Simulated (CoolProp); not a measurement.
Properties of dry air along the isobar 4.75 MPa.

Computed with CoolProp (reference Helmholtz-energy equation of state, Lemmon 2000). It is a pseudo-pure fit of the blend.

```
T (K)          phase  cp (kJ/(kg K))  cv (kJ/(kg K))  speed of sound (m/s)  viscosity (µPa s)
-----  -------------  --------------  --------------  --------------------  -----------------
117.2         liquid           2.347          0.9231                 524.2               61.2
139.6  supercritical           8.199           1.050                 192.8               17.3
162    supercritical           1.759          0.8134                 235.0               13.5
184.4  supercritical           1.377          0.7694                 263.2               14.1
206.9  supercritical           1.238          0.7501                 285.7               15.1
229.3  supercritical           1.169          0.7400                 305.1               16.1
251.7  supercritical           1.127          0.7343                 322.3               17.2
274.1  supercritical           1.101          0.7309                 338.1               18.2
```

The peak of cp marks the crossing from liquid-like to gas-like fluid above the critical point.

Viscosity comes from a separate model (Lemmon 2004).
